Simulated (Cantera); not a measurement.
Cantera run:

```python
import numpy as np
import cantera as ct

gas_names = """
    CL CL2 H HCL H2 Si SiCL SiCL2 SiCL3 SiCL4 SiH SiHCL3 SiH2 SiH2CL2 SiH3 SiH3CL SiH4 Si2 Si3
""".split()
cond_names = """
    Si(cr) Si(L)
""".split()


# ... load() reads the species with a 1 bar reference pressure and builds the phases ...
atoms = {
    'Si2Cl6': {'Si': 2, 'CL': 6},
    'H2': {'H': 2},
}
top_T = {}  # K; cautious upper limits of use, not melting points


# ... equilibrate(T, P, feed) seeds the gas with the atoms and calls Mixture.equilibrate('TP', solver="vcs", rtol=1e-11, max_steps=5000) ...
results = []
T = 1275  # K
P = 1500  # Pa
for m in [14, 61, 110, 160, 200, 250, 300, 340]:
    feed = {'Si2Cl6': 1, 'H2': m}  # mol
    mix = equilibrate(T, P, feed)
    results.append((T, P, feed, dict(zip(mix.species_names, mix.species_moles))))

top = {s: max(r[3][s] / sum(r[3][g] for g in gas_names) for r in results) for s in gas_names}
cols = sorted((s for s in top if top[s] > 1e-06), key=lambda s: -top[s])[:6]
seen = [c for c in cond_names if any(r[3].get(c, 0) > 1e-12 for r in results)]
print("log10 of partial pressures in bar; condensed amounts in mol")
print(f"{'n(H2)':>10s}" + "".join(f"{s[:9]:>10s}" for s in cols + seen))
for T, P, feed, n in results:
    ng = sum(n[g] for g in gas_names)
    print(f"{feed['H2']:10.4g}" + "".join(f"{np.log10(max(n[s] / ng * P / 1e5, 1e-99)):10.3f}" for s in cols)
          + "".join(f"{n.get(c, 0):10.4g}" for c in seen))
```

Output:

```
log10 of partial pressures in bar; condensed amounts in mol
     n(H2)        H2       HCL     SiCL2     SiCL4     SiCL3    SiHCL3    Si(cr)
        14    -1.930    -2.723    -3.104    -3.525    -3.721    -4.125    0.5121
        61    -1.859    -3.026    -3.779    -4.876    -4.734    -5.103      1.12
       110    -1.845    -3.205    -4.152    -5.621    -5.293    -5.655     1.394
       160    -1.839    -3.334    -4.416    -6.149    -5.689    -6.048     1.541
       200    -1.836    -3.415    -4.581    -6.480    -5.937    -6.295     1.616
       250    -1.834    -3.499    -4.751    -6.820    -6.192    -6.549     1.681
       300    -1.832    -3.570    -4.894    -7.105    -6.406    -6.762     1.728
       340    -1.831    -3.619    -4.993    -7.303    -6.555    -6.910     1.756
```

Method: chemical equilibrium by Gibbs-energy minimisation in Cantera with the NASA 1993 tables (ideal gas, pure condensed phases). The feed counts by its element totals alone. The tables' values for SiCl3 are old estimates; treat these amounts as uncertain.
